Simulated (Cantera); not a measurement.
Mixture: H2 : O2 : N2 : NO = 1 : 0.61 : 3.29 : 0.0064 (molar parts), at 8250 Torr, adiabatic and at constant volume. Ignition delay is the time to a rise of 400 K.

Cantera simulation using GRI-Mech 3.0 (53 species, 325 reactions); the numbers are that mechanism's predictions, not measurements. The hydrogen kinetics of GRI-Mech 3.0 are dated; newer H2 mechanisms differ, most at raised pressure. The mechanism lacks 2 NO + O2 → 2 NO2 and HONO, so NO2 and the effect of NO are under-described below about 1400 K. Where the delays flatten at high temperature, the 400 K rule measures the pace of heat release, not the induction time.

Q: Predict: delay at 975 K; delay at 1175 K; delay at 1375 K; delay at 1575 K; delay at 1775 K.

A: 
- delay at 975 K = 0.520 ms
- delay at 1175 K = 26.8 µs
- delay at 1375 K = 3.06 µs
- delay at 1575 K = 1.29 µs
- delay at 1775 K = 0.792 µs
